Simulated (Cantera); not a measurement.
Cantera with NASA thermochemical tables; ideal gases at 1 bar, condensed phases pure. Values are per mole of reaction as written; species without (g) are pure solids or liquids, kept so even where they would boil at 1 bar.

Problem. Between 1898 and 2073 K, where is each reaction favourable under standard conditions?
- 2 C3H8(g) + H2(g) ⇌ 3 C2H6(g)
- C3H8(g) ⇌ 4 H2(g) + 3 C
- H2(g) ⇌ 2 H(g)

Solution. 
- 2 C3H8(g) + H2(g) ⇌ 3 C2H6(g): ΔG° is -41 kJ at 1898 K and -39 kJ at 2073 K; it stays negative (K > 1). ΔH° is -62 kJ and ΔS° -11 J/K at 2073 K.
- C3H8(g) ⇌ 4 H2(g) + 3 C: ΔG° is -480 kJ at 1898 K and -536 kJ at 2073 K; it stays negative (K > 1). ΔH° is 127 kJ and ΔS° 320 J/K at 2073 K.
- H2(g) ⇌ 2 H(g): ΔG° is 226 kJ at 1898 K and 205 kJ at 2073 K; it stays positive (K < 1). ΔH° is 454 kJ and ΔS° 120 J/K at 2073 K.
